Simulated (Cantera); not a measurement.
Feed: 1 mol Si3N4, 1.4 mol O2, 37 mol N2, equilibrated at 1.10 bar.

Method: chemical equilibrium by Gibbs-energy minimisation in Cantera with the NASA 1993 tables (ideal gas, pure condensed phases). Candidate condensed phases: Si, SiO2, Si2N2O, Si3N4; 16 gas species. Mutual solubility and eutectic melting of coexisting phases are not modelled. The tables hold silica as quartz up to 1696 K and as liquid above; real silica turns to tridymite and cristobalite and melts near 1996 K. Equilibrium is a limit: real reactors are often held back by kinetics, nucleation or transport.

Question: Which condensed phases are stable at each of these points (T (K)): 1098, 1198, 1298, 1398, 1498, 1598, 1698, 1798, 1898, 1998, 2098, 2198?

Answer: 
```tsv
T (K)	condensed phases	Si condensed (%)
1098	SiO2(β-quartz) + Si2N2O(s)	100.0
1198	SiO2(β-quartz) + Si2N2O(s)	100.0
1298	SiO2(β-quartz) + Si2N2O(s)	100.0
1398	SiO2(β-quartz) + Si2N2O(s)	100.0
1498	SiO2(β-quartz) + Si2N2O(s)	100.0
1598	SiO2(β-quartz) + Si2N2O(s)	100.0
1698	SiO2(condensed) + Si2N2O(s)	99.7
1798	SiO2(condensed) + Si2N2O(s)	98.1
1898	SiO2(condensed) + Si2N2O(s)	89.4
1998	SiO2(l) + Si2N2O(s)	47.2
2098	Si2N2O(s)	13.3
2198	Si(l)	5.9
```

From 1098 K to 1598 K the condensed part is SiO2(β-quartz) + Si2N2O(s). From 1698 K to 1898 K the condensed part is SiO2(condensed) + Si2N2O(s). At 1998 K the condensed part is SiO2(l) + Si2N2O(s). At 2098 K the condensed part is Si2N2O(s). At 2198 K the condensed part is Si(l).
